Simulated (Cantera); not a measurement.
An isothermal, constant-pressure homogeneous reactor starts with 7.08 % H2, 76.2 % O2, 8.38 % N2, 8.38 % H2O, at 1125 K and 1330 Pa.

Computed with Cantera and the H2/O2 subset of GRI-Mech 3.0, which has no nitrogen chemistry. Radical loss at walls, strong at low pressure, is not modelled. The temperature is held fixed by assumption; the heat of reaction is taken as removed at once.

x: mole fraction; the columns are a selection and need not sum to one.

```tsv
t (s)	x H2	x O2	x H	x O	x H2O	x OH	x H2O2
3.00e-5	0.0708	0.762	2.82e-10	5.36e-11	0.0838	5.01e-11	<1e-12
9.11e-5	0.0708	0.762	7.82e-10	4.10e-10	0.0838	3.22e-10	<1e-12
0.000277	0.0708	0.762	3.47e-9	3.56e-9	0.0838	2.24e-9	1.23e-12
0.000840	0.0708	0.762	1.14e-7	1.40e-7	0.0838	8.22e-8	1.22e-11
0.00255	0.0627	0.756	0.00269	0.00309	0.0897	0.00169	6.31e-8
0.00775	0.00267	0.728	0.0125	0.0221	0.146	0.00412	2.84e-7
0.0235	0.000959	0.744	0.00251	0.00770	0.156	0.00245	3.07e-7
0.0714	0.000142	0.751	0.000140	0.00113	0.159	0.000933	2.18e-7
0.217	…	0.753	…	…	0.160	…	…
0.659	…	0.753	…	…	0.160	…	…
2.00	4.99e-7	0.753	3.32e-8	4.35e-6	0.160	5.81e-5	1.13e-8
```

Q: What belongs in the gaps?

A: 
- 0.217, x H2: 1.63e-5
- 0.217, x H: 5.61e-6
- 0.217, x O: 0.000133
- 0.217, x OH: 0.000320
- 0.217, x H2O2: 9.23e-8
- 0.659, x H2: 2.44e-6
- 0.659, x H: 3.45e-7
- 0.659, x O: 2.07e-5
- 0.659, x OH: 0.000127
- 0.659, x H2O2: 3.27e-8
